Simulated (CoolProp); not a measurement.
The fluid at 269.69 K and 11 MPa flows at 0.56 m/s in a round tube of 50 mm bore and 15 µm roughness, fully developed (64/Re and Nu = 3.66 if laminar; Colebrook and Gnielinski if turbulent). The same conditions are run with several fluids, on thermodynamics alone (safety and materials aside).

Values from CoolProp's reference Helmholtz-energy equation of state of each fluid (carbon dioxide: Span 1996; R11: Jacobsen 1992; n-butane: Bücker 2006; propane: Lemmon 2009; m-xylene: Zhou 2012).

```tsv
fluid	Reynolds number	Darcy friction factor	pressure drop (Pa/m)	heat-transfer coefficient (W/(m² K))	mass flow (kg/h)
carbon dioxide	227000	0.0175	54.6	1860	3940
R11	67200	0.0208	102	793	6190
n-butane	73400	0.0205	39.6	957	2440
propane	104000	0.0194	33.4	1040	2180
m-xylene	27000	0.0248	69.3	647	3530
```

Transport values come from each fluid's own correlations; those of R11 are estimates that may be off by 10 % or more.
